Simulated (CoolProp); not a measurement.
A simple Rankine cycle with cyclohexane: condensing at 288.15 K, boiler at 0.481 MPa, turbine inlet 431.3 K, turbine efficiency 0.8, pump efficiency 0.7, no recuperator. Each further row changes one setting.

Values from CoolProp's reference Helmholtz-energy equation of state, Zhou 2014.

| case | thermal efficiency (%) | net work (kJ/kg) | heat in (kJ/kg) | turbine exit temperature (K) | volume ratio over the turbine |
|---|---|---|---|---|---|
| as stated | 19.5 | 119 | 611 | 355.3 | 53.8 |
| turbine inlet 451.3 K | 19.3 | 126 | 652 | 376.5 | 53.7 |
| condensing temperature 280.15 K | 20.7 | 129 | 625 | 348.4 | 79.2 |
| boiler pressure 0.337 MPa | 18.0 | 111 | 616 | 363.2 | 37.3 |
| turbine efficiency 0.7 | 17.0 | 104 | 611 | 364.7 | 55.3 |
